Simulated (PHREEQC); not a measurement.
0.44 g of hydrous ferric oxide (600 m²/g; 0.2 weak and 0.005 strong sites per Fe, Dzombak-Morel constants, diffuse double layer) in 1 kg of water with 0.001 mol/kgw of an inert sodium salt and 0.00013 mol/kgw CuCl2, at 25 °C; the pH is set by adding NaOH or the inert anion's acid. Oxygen alone is held at its pressure in air (log pO2 = -0.68). CO2 from the air is kept out. Precipitation was switched off in this run.

Base run: PHREEQC, ion-association model, wateq4f.dat. Each further column changes one thing. The table gives surface charge σ (C/m²).

```tsv
pH	base	background salt from 0.001 to 0.0001 mol/kgw	oxide from 0.44 to 2.2 g/kgw	0.0008 mol/kgw Ag2SO4 added
3	0.267	0.247	0.288	0.022
3.67	0.170	0.139	0.192	0.020
4.33	0.103	0.075	0.113	0.018
5	0.060	0.038	0.060	0.016
5.67	0.035	0.021	0.030	0.013
6.33	0.019	0.011	0.015	0.010
7	0.009	0.005	0.007	0.008
7.67	0.004	0.002	0.002	0.005
8.33	0.000	0.000	-0.001	0.002
9	-0.003	-0.002	-0.005	-0.001
9.67	-0.008	-0.005	-0.011	-0.003
10.33	-0.019	-0.012	-0.025	-0.007
11	-0.044	-0.036	-0.058	-0.012
```

The database's constant for dissolved Cu(OH)2 is higher than later reviews accept. The oxide is taken as insoluble; below pH 4 it would dissolve. In at least one series the solution becomes supersaturated in solids that the run did not let form, among them Cu(OH)2, Cerargyrite, Ag2O.
